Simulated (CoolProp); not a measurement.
The fluid at 354.17 K and 1.42 MPa flows at 0.18 m/s in a round tube of 2 mm bore and 0.25 µm roughness, fully developed (64/Re and Nu = 3.66 if laminar; Colebrook and Gnielinski if turbulent). The same conditions are run with several fluids, on thermodynamics alone (safety and materials aside).

Values from CoolProp's reference Helmholtz-energy equation of state of each fluid (sulfur hexafluoride: Guder 2009; methane: Setzmann 1991; carbon dioxide: Span 1996; ethane: Bücker 2006; R125: Lemmon 2005).

Q: Rank sulfur hexafluoride, methane, carbon dioxide, ethane, R125 by Reynolds number, highest first.

A: sulfur hexafluoride (1530), R125 (1510), ethane (493), carbon dioxide (448), methane (215)

```json
[
 {"fluid": "sulfur hexafluoride", "Darcy friction factor": "0.0419", "pressure drop (Pa/m)": "26.4", "heat-transfer coefficient (W/(m² K))": "33.4", "mass flow (kg/h)": "0.158"},
 {"fluid": "methane", "Darcy friction factor": "0.297", "pressure drop (Pa/m)": "18.9", "heat-transfer coefficient (W/(m² K))": "79.0", "mass flow (kg/h)": "0.0159"},
 {"fluid": "carbon dioxide", "Darcy friction factor": "0.143", "pressure drop (Pa/m)": "25.6", "heat-transfer coefficient (W/(m² K))": "39.8", "mass flow (kg/h)": "0.0450"},
 {"fluid": "ethane", "Darcy friction factor": "0.130", "pressure drop (Pa/m)": "16.3", "heat-transfer coefficient (W/(m² K))": "54.4", "mass flow (kg/h)": "0.0315"},
 {"fluid": "R125", "Darcy friction factor": "0.0425", "pressure drop (Pa/m)": "22.8", "heat-transfer coefficient (W/(m² K))": "34.9", "mass flow (kg/h)": "0.135"}
]
```

Transport values come from each fluid's own correlations.
